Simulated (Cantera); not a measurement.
## Low-pressure radical oxidation in H2/O2

A perfectly stirred reactor is fed with 21.9 % H2, 78.1 % O2, equivalence ratio 0.14, at 0.00158 atm; it is held at 1275 K, and followed from long to short residence time.

Cantera simulation using GRI-Mech 3.0 (53 species, 325 reactions); the numbers are that mechanism's predictions, not measurements. Radical loss at walls, strong at low pressure, is not modelled. The temperature is held fixed by assumption; the heat of reaction is taken as removed at once.

```
τ (s)      x H2   x O2    x OH     x O    x HO2   x H2O2
------  -------  -----  ------  ------  -------  -------
1.0     0.00704  0.700  0.0107  0.0464  9.87e-7  4.51e-8
0.43    0.00915  0.681  0.0120  0.0623  9.54e-7  4.11e-8
0.18     0.0109  0.666  0.0128  0.0740  9.15e-7  3.81e-8
0.077    0.0127  0.659  0.0133  0.0792  8.90e-7  3.72e-8
0.032    0.0157  0.658  0.0140  0.0791  8.76e-7  3.87e-8
0.014    0.0216  0.662  0.0149  0.0745  8.64e-7  4.27e-8
0.0057   0.0354  0.672  0.0162  0.0643  8.38e-7  4.96e-8
0.0024   0.0632  0.691  0.0168  0.0494  7.75e-7  5.45e-8
```
x: mole fraction; the columns are a selection and need not sum to one.
